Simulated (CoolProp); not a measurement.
Dimethyl carbonate along the isotherm 473.9 K: Z from the reference equation and from simpler models built on Tc = 557.0 K, pc = 4.909 MPa, ω = 0.346; each cubic takes its own stable root.

The numbers come from the reference Helmholtz-energy equation of state, Zhou 2011 in CoolProp.

```
p (MPa)   phase  reference  Redlich-Kwong  Soave-Redlich-Kwong  Peng-Robinson
-------  ------  ---------  -------------  -------------------  -------------
2.45     liquid    0.07028        0.08698              0.08115        0.07157
4.91     liquid     0.1390         0.1679               0.1587         0.1403
7.36     liquid     0.2059         0.2446               0.2330         0.2064
9.82     liquid     0.2719         0.3188               0.3055         0.2709
12.3     liquid     0.3373         0.3914               0.3768         0.3345
14.7     liquid     0.3997         0.4600               0.4444         0.3949
17.2     liquid     0.4639         0.5301               0.5136         0.4568
19.6     liquid     0.5247         0.5961               0.5790         0.5154
22.1     liquid     0.5874         0.6639               0.6462         0.5756
24.5     liquid     0.6469         0.7280               0.7099         0.6327
```
